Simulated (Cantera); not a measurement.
A perfectly stirred reactor is fed with CH3OH : O2 : N2 = 0.0054 : 0.016 : 1 (molar parts), equivalence ratio 0.51, at 2.80 bar; it is held at 1425 K, and followed from long to short residence time.

Cantera simulation using GRI-Mech 3.0 (53 species, 325 reactions); the numbers are that mechanism's predictions, not measurements. GRI-Mech 3.0 was tuned for natural gas; its chemistry of methanol as a main component is partial and can be far from experiment.

**Question.** What does this change do: O2 0.016 to 0.029 parts?

**Answer.** 
```csv
quantity,before,after
x(CH3OH) at τ = 1.70 s,3.99e-7,4.39e-7
x(O2) at τ = 1.70 s,0.00772,0.0202
x(H2O) at τ = 1.70 s,0.0105,0.0104
x(C2H) at τ = 1.70 s,<1e-12,<1e-12
x(NO) at τ = 1.70 s,1.55e-6,1.03e-6
x(CH3OH) at τ = 15.0 ms,7.20e-6,9.78e-6
x(O2) at τ = 15.0 ms,0.00791,0.0204
x(H2O) at τ = 15.0 ms,0.0104,0.0103
x(C2H) at τ = 15.0 ms,<1e-12,<1e-12
x(NO) at τ = 15.0 ms,8.72e-7,5.37e-7
```

**Question.** What does this change do: 0.052 parts H2 added?

**Answer.** 
```csv
quantity,before,after
x(CH3OH) at τ = 1.70 s,3.99e-7,1.30e-7
x(O2) at τ = 1.70 s,0.00772,1.05e-5
x(H2O) at τ = 1.70 s,0.0105,0.0285
x(C2H) at τ = 1.70 s,<1e-12,<1e-12
x(NO) at τ = 1.70 s,1.55e-6,6.63e-8
x(CH3OH) at τ = 15.0 ms,7.20e-6,2.77e-6
x(O2) at τ = 15.0 ms,0.00791,0.000220
x(H2O) at τ = 15.0 ms,0.0104,0.0284
x(C2H) at τ = 15.0 ms,<1e-12,1.83e-11
x(NO) at τ = 15.0 ms,8.72e-7,5.21e-7
```
